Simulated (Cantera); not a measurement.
Charge: 1 mol BN, 4.8 mol N2, at 0.133 bar.

Equilibrium computed with Cantera from the NASA thermochemical tables; the gas is ideal and each condensed phase is pure. Candidate condensed phases: B, BN; 5 gas species. Equilibrium is a limit: real reactors are often held back by kinetics, nucleation or transport.

Q: At 2450 K, list the 3 most abundant gas species with their mole fractions, and the condensed phases.

A: N2 1.000, B 0.000203, BN 3.10e-5. Condensed: BN(s).
